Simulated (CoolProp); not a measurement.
Vapour-liquid equilibrium of methanol (1) + dimethyl carbonate (2) at 0.56 MPa; x and y are mole fractions of (1).

The numbers come from the multi-fluid Helmholtz-energy mixture model, de Reuck 1993 and Zhou 2011; pair parameters Bell 2016 in CoolProp.

```tsv
x	bubble temperature (°C)	y at the bubble point	dew temperature at overall composition x (°C)	liquid density (mol/L)
0.05	146.9	0.187	153.0	10.10
0.2	132.2	0.480	146.2	11.21
0.35	124.7	0.620	138.9	12.41
0.5	120.5	0.707	131.1	13.82
0.65	117.8	0.776	123.2	15.54
0.8	116.1	0.850	117.2	17.72
0.95	115.2	0.952	115.3	20.52
```

No azeotrope shows between x = 0.05 and 0.95.

The pair parameters rest on a limited set of measurements; away from them the model extrapolates.
